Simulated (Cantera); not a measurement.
Charge: 1 mol B₂O₃, 1 mol Cl₂, 8.3 mol H₂, 11 mol HCl, held at 13.3 mbar.

Method: chemical equilibrium by Gibbs-energy minimisation in Cantera with the NASA 1993 tables (ideal gas, pure condensed phases). Candidate condensed phases: B, B₂O₃, B₃O₃H₃, H₂O; 33 gas species. Gases not in the tables: BHCl₂. The numbers say what is thermodynamically allowed, not how fast it happens.

Question: What share of the B ends up in condensed phases as a function of T (K), at 823, 898, 973, 1048, 1123, 1198, 1273, 1348, 1423?

Answer: 
```tsv
T (K)	B condensed (%)	as
823	100.0	B₂O₃(l)
898	100.0	B₂O₃(l)
973	99.9	B₂O₃(l)
1048	99.9	B₂O₃(l)
1123	99.8	B₂O₃(l)
1198	99.6	B₂O₃(l)
1273	99.1	B₂O₃(l)
1348	97.8	B₂O₃(l)
1423	94.5	B₂O₃(l)
```
